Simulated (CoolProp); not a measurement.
A single-stage vapour-compression cycle with R1233zd(E): evaporating at 281.15 K (dew point), condensing at 350.15 K (bubble point), superheat 5 K, subcooling 2 K, compressor efficiency 0.6, no pressure losses. Each further row changes one setting.

The numbers come from the reference Helmholtz-energy equation of state, Akasaka 2022 in CoolProp.

```json
[
 {"case": "as stated", "cooling COP": "1.77", "pressure ratio": "8.98", "discharge temperature (K)": "376.8", "refrigerating effect (kJ/kg)": "121", "volumetric capacity (kJ/m³)": "464"},
 {"case": "evaporating temperature 286.15 K", "cooling COP": "2.00", "pressure ratio": "___", "discharge temperature (K)": "374.3", "refrigerating effect (kJ/kg)": "124", "volumetric capacity (kJ/m³)": "___"},
 {"case": "condensing temperature 345.15 K", "cooling COP": "___", "pressure ratio": "7.92", "discharge temperature (K)": "___", "refrigerating effect (kJ/kg)": "127", "volumetric capacity (kJ/m³)": "489"},
 {"case": "subcooling 7 K", "cooling COP": "1.87", "pressure ratio": "8.98", "discharge temperature (K)": "376.8", "refrigerating effect (kJ/kg)": "127", "volumetric capacity (kJ/m³)": "489"},
 {"case": "superheat 15 K", "cooling COP": "1.81", "pressure ratio": "8.98", "discharge temperature (K)": "___", "refrigerating effect (kJ/kg)": "129", "volumetric capacity (kJ/m³)": "476"},
 {"case": "compressor efficiency 0.5", "cooling COP": "1.48", "pressure ratio": "8.98", "discharge temperature (K)": "390.9", "refrigerating effect (kJ/kg)": "121", "volumetric capacity (kJ/m³)": "464"}
]
```

Problem. Complete the blanks.

Solution. 
- evaporating temperature 286.15 K, pressure ratio: 7.35
- evaporating temperature 286.15 K, volumetric capacity (kJ/m³): 576
- condensing temperature 345.15 K, cooling COP: 1.99
- condensing temperature 345.15 K, discharge temperature (K): 371.4
- superheat 15 K, discharge temperature (K): 387.8
